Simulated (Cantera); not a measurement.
Charge: 1 mol V2O5, 1 mol H2, 0.12 mol H2O, at 93.0 Pa.

Cantera equilibrium calculation (NASA polynomials, part measured and part estimated; ideal gas, pure solids and liquids). Candidate condensed phases: H2O, V, VO, V2O3, V2O4, V2O5; 12 gas species. Mutual solubility and eutectic melting of coexisting phases are not modelled. Condensed phases not in the tables: the oxides between V2O3 and V2O5 other than VO2. Kinetics and transport are ignored.

x: gas mole fraction; n: condensed amount in mol.

```tsv
T (°C)	x H2O	x VO2	x O2	x H2	x H	x OH	x O	n V2O4(s)	n V2O3(s)	n V2O4(l)
850	1.000	5.08e-10	1.10e-5	2.27e-5	6.66e-9	1.51e-6	?	1.00	0	0
950	1.000	2.77e-8	4.66e-5	9.76e-5	9.74e-8	8.99e-6	?	1.00	0	0
1050	0.999	8.11e-7	0.000159	0.000337	9.55e-7	4.09e-5	?	1.00	0	0
1150	0.998	1.45e-5	0.000454	0.000982	6.82e-6	0.000151	?	1.000	0	0
1250	0.996	0.000175	0.00113	0.00249	3.78e-5	0.000467	?	1.000	0	0
1350	0.989	0.00153	0.00251	0.00560	0.000170	0.00125	?	0.999	0	0
1450	0.967	0.0103	0.0105	0.00788	0.000531	0.00357	?	0.977	0.0170	0
1550	0.880	0.0546	0.0446	0.00909	0.00135	0.00913	?	0	0.107	0.859
1650	0.685	0.201	0.0783	0.0127	0.00347	0.0162	?	0	0.243	0.598
1750	0.375	0.519	0.0553	0.0179	0.00834	0.0182	?	0	0.285	0
1850	0.275	0.609	0.0200	0.0442	0.0247	0.0190	?	0	0	0
```

**Question.** Complete the blanks.

**Answer.** 
- 850, x O: 4.78e-10
- 950, x O: 9.04e-9
- 1050, x O: 1.10e-7
- 1150, x O: 9.41e-7
- 1250, x O: 6.09e-6
- 1350, x O: 3.13e-5
- 1450, x O: 0.000191
- 1550, x O: 0.00105
- 1650, x O: 0.00332
- 1750, x O: 0.00614
- 1850, x O: 0.00756
